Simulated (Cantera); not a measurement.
## Ignition delay

Mixture: H₂ : O₂ : N₂ = 1 : 0.532 : 2 (molar parts), equivalence ratio 0.94, at 210000 Pa, adiabatic and at constant volume. Ignition delay is the time to a rise of 400 K.

Detailed kinetics in Cantera: the H2/O2 subset of GRI-Mech 3.0, which has no nitrogen chemistry. The hydrogen kinetics of GRI-Mech 3.0 are dated; newer H2 mechanisms differ, most at raised pressure. Where the delays flatten at high temperature, the 400 K rule measures the pace of heat release, not the induction time.

| T0 (K) | delay (ms) |
|---|---|
| 1025 | 1.14 |
| 1075 | 0.0890 |
| 1125 | 0.0434 |
| 1175 | 0.0278 |
| 1225 | 0.0199 |
| 1275 | 0.0151 |
| 1325 | 0.0120 |
| 1375 | 0.00984 |
| 1425 | 0.00826 |
